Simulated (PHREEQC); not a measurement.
Consider water at 20 °C with 2.5 mmol/kgw K3PO4. Closed to the air; pH follows from the charge balance.

Model: ion-association model, phreeqc.dat, run in PHREEQC.

The pH is 11.44, the ionic strength comes out as 0.0108 mol/kgw and the specific conductance comes out as 1020 µS/cm. The total alkalinity comes out as 5.00 meq/kg.

```csv
species,molality,activity,log γ
K+,0.00748,0.00672,-0.047
OH-,0.00210,0.00188,-0.047
HPO4-2,0.00208,0.00137,-0.179
PO4-3,0.000402,0.000154,-0.416
KHPO4-,2.00e-5,1.80e-5,-0.044
H2PO4-,9.17e-8,8.28e-8,-0.044
```

This is a speciation only: nothing precipitates in the calculation. Complexes and solids missing from the database can't appear.
